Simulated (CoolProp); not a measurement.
The numbers come from the reference Helmholtz-energy equation of state, Aleksandrov 2011 in CoolProp. It is a short technical equation, of lower accuracy than the large ones.

Q: For n-undecane, give the phase and the speed of sound (m/s), isothermal compressibility (1/MPa) at 521.5 K and 9.95 bar; 521.5 K and 19.9 bar.

A: 
- 521.5 K and 9.95 bar: liquid; speed of sound 517, isothermal compressibility 0.00797
- 521.5 K and 19.9 bar: liquid; speed of sound 537, isothermal compressibility 0.00730
